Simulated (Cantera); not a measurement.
A freely propagating, adiabatic, planar premixed flame of H2 : O2 : N2 = 1 : 0.263 : 0.989 (molar parts), unburnt at 325 K and 500000 Pa; mixture-averaged transport, grid criteria slope 0.08 and curve 0.16, no radiation.

Model: the H2/O2 subset of GRI-Mech 3.0, which has no nitrogen chemistry, integrated in Cantera. The hydrogen kinetics of GRI-Mech 3.0 are dated; newer H2 mechanisms differ, most at raised pressure. Burning velocities carry a grid error of a few per cent, more on coarse grids.

### Question
What does this change do: inlet temperature 325 to 625 K?

### Answer
```tsv
quantity	before	after
laminar burning velocity	325 cm/s	1010 cm/s
thermal thickness	0.0453 mm	0.0576 mm
peak x(HO2)	0.00115	0.000829
peak x(H)	0.0406	0.0614
peak x(OH)	0.00334	0.00606
```

### Question
What does this change do: O2 0.263 to 0.2 parts?

### Answer
```json
[
 {"quantity": "laminar burning velocity", "before": "325 cm/s", "after": "173 cm/s"},
 {"quantity": "thermal thickness", "before": "0.0453 mm", "after": "0.0595 mm"},
 {"quantity": "peak x(HO2)", "before": "0.00115", "after": "0.000811"},
 {"quantity": "peak x(H)", "before": "0.0406", "after": "0.0191"},
 {"quantity": "peak x(OH)", "before": "0.00334", "after": "0.000675"}
]
```
